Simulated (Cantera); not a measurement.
## Dilute partial oxidation

An isothermal, constant-pressure homogeneous reactor starts with 1.37 % CH3OH, 0.715 % O2, 97.9 % N2, equivalence ratio 2.9, at 1550 K and 435 Torr.

Detailed kinetics in Cantera: GRI-Mech 3.0 (53 species, 325 reactions). GRI-Mech 3.0 was tuned for natural gas; its chemistry of methanol as a main component is partial and can be far from experiment.

```tsv
t (s)	x CH3OH	x O2	x NO	x CO2	x C2H4	x HCN	x HO2
5.00e-6	0.0137	0.00715	<1e-12	1.97e-7	2.81e-10	2.72e-12	5.68e-7
2.06e-5	0.0137	0.00713	2.28e-11	1.44e-6	7.53e-9	7.86e-11	9.97e-6
8.48e-5	0.0133	0.00705	4.43e-10	6.70e-6	1.13e-7	6.84e-10	6.36e-5
0.000349	0.00797	0.00598	5.88e-9	3.42e-5	4.32e-7	7.97e-9	0.000227
0.00144	<1e-12	3.51e-5	3.69e-7	0.00204	<1e-12	7.40e-8	5.65e-9
0.00592	<1e-12	4.51e-6	7.82e-7	0.00290	<1e-12	2.50e-8	7.75e-10
0.0244	<1e-12	3.75e-7	8.73e-7	0.00280	<1e-12	1.36e-8	6.97e-11
0.100	<1e-12	2.35e-8	8.68e-7	0.00277	<1e-12	1.03e-8	4.42e-12
0.413	<1e-12	1.38e-9	7.96e-7	0.00276	<1e-12	8.85e-9	<1e-12
1.70	<1e-12	8.80e-11	5.64e-7	0.00276	<1e-12	8.48e-9	<1e-12
7.00	<1e-12	1.44e-11	2.52e-7	0.00276	<1e-12	1.00e-8	<1e-12
```
x: mole fraction; the columns are a selection and need not sum to one.

Equilibrium at this temperature and pressure: CH3OH <1e-12, O2 1.19e-11, NO 1.29e-8, CO2 0.00275, C2H4 <1e-12, HCN 2.60e-9, HO2 <1e-12 (gas phase only).
